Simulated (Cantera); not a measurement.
## Adiabatic ignition

An adiabatic, constant-pressure homogeneous reactor starts with 6.42 % CO, 0.308 % H₂, 3.85 % CH₄, 18.8 % O₂, 70.7 % N₂, at 1375 K and 58000 Pa.

Computed with Cantera and GRI-Mech 3.0 (53 species, 325 reactions).

```csv
t (s),T (K),x CO,x H₂,x CH₄,x O₂,x CO₂,x C₂H₄,x CH₃
3.00e-6,1375,0.0642,0.00308,0.0385,0.188,1.22e-8,<1e-12,2.04e-8
1.03e-5,1375,0.0642,0.00308,0.0385,0.188,4.69e-8,<1e-12,1.13e-7
3.54e-5,1375,0.0642,0.00308,0.0385,0.188,1.89e-7,3.32e-12,5.23e-7
0.000122,1375,0.0642,0.00308,0.0385,0.188,8.57e-7,2.77e-10,2.44e-6
0.000418,1375,0.0642,0.00308,0.0385,0.188,5.19e-6,3.85e-8,1.70e-5
0.00144,1379,0.0642,0.00310,0.0377,0.187,0.000123,2.55e-5,0.000195
0.00493,2468,0.0143,0.00191,<1e-12,0.0811,0.0905,<1e-12,<1e-12
0.0169,2470,0.0135,0.00180,<1e-12,0.0786,0.0914,<1e-12,<1e-12
0.0582,2462,0.0132,0.00177,<1e-12,0.0758,0.0917,<1e-12,<1e-12
0.200,2461,0.0132,0.00176,<1e-12,0.0755,0.0918,<1e-12,<1e-12
```
x: mole fraction; the columns are a selection and need not sum to one.

```json
{
 "time_of_steepest_temperature_rise": "2.42 ms",
 "temperature at 0.200 s": "2461 K",
 "equilibrium_temperature": "2461 K",
 "x(CO) at 0.200 s": "0.0132 (gas-phase equilibrium 0.0132)",
 "x(H₂) at 0.200 s": "0.00176 (gas-phase equilibrium 0.00176)",
 "x(CH₄) at 0.200 s": "<1e-12 (gas-phase equilibrium <1e-12)"
}
```
